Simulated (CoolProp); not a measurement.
Model: reference Helmholtz-energy equation of state, Lemmon 2006, in CoolProp. It is a short technical equation, of lower accuracy than the large ones.

Q: Give the vapour pressure (MPa), liquid density (kg/m³), enthalpy of vaporisation (kJ/kg), liquid cp (kJ/(kg K)) of saturated nitrous oxide at 255.4, 290.5 K.

A: 
```tsv
T (K)	p (MPa)	liquid density (kg/m³)	enthalpy of vaporisation (kJ/kg)	liquid cp (kJ/(kg K))
255.4	1.92	989	272	2.01
290.5	4.76	805	180	2.97
```
